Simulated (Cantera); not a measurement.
An adiabatic, constant-pressure homogeneous reactor starts with CO : H2 : CH4 : O2 : N2 = 1 : 0.26 : 0.41 : 2.34 : 8.79 (molar parts), equivalence ratio 0.62, at 1500 K and 3830 Torr.

Cantera simulation using GRI-Mech 3.0 (53 species, 325 reactions); the numbers are that mechanism's predictions, not measurements.

Problem. Predict: time of steepest temperature rise; temperature at 1.00 s; equilibrium temperature; x(CO) at 1.00 s; x(H2) at 1.00 s; x(N2O) at 1.00 s.

Solution. 
- time of steepest temperature rise = 36.9 µs
- temperature at 1.00 s = 2659 K
- equilibrium temperature = 2659 K
- x(CO) at 1.00 s = 0.0139 (gas-phase equilibrium 0.0139)
- x(H2) at 1.00 s = 0.00168 (gas-phase equilibrium 0.00168)
- x(N2O) at 1.00 s = 1.92e-6 (gas-phase equilibrium 1.92e-6)
